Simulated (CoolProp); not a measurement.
The fluid at 323.72 K and 0.174 MPa expands adiabatically to 0.0947 MPa with isentropic efficiency 0.8. The same conditions are run with several fluids, on thermodynamics alone (safety and materials aside).

Computed with CoolProp (reference Helmholtz-energy equation of state of each fluid (CH3F (R41): Lemmon 2006; R114: Platzer 1990; c-C4F8 (RC318): Platzer 1990; sulfur dioxide: Gao 2016; R1224YDZ: Akasaka 2023)). The equations of Platzer and Polt are older, rougher fits.

```csv
fluid,work (kJ/kg),final temperature (K),final density (kg/m³)
CH3F (R41),35.7,291.0,[?]
R114,7.25,312.3,[?]
c-C4F8 (RC318),6.24,315.1,[?]
sulfur dioxide,18.8,292.4,[?]
R1224YDZ,[?],[?],5.61
```

Complete the blanks.


- CH3F (R41), final density (kg/m³): 1.34
- R114, final density (kg/m³): 6.39
- c-C4F8 (RC318), final density (kg/m³): 7.40
- sulfur dioxide, final density (kg/m³): 2.54
- R1224YDZ, work (kJ/kg): 8.26
- R1224YDZ, final temperature (K): 311.5
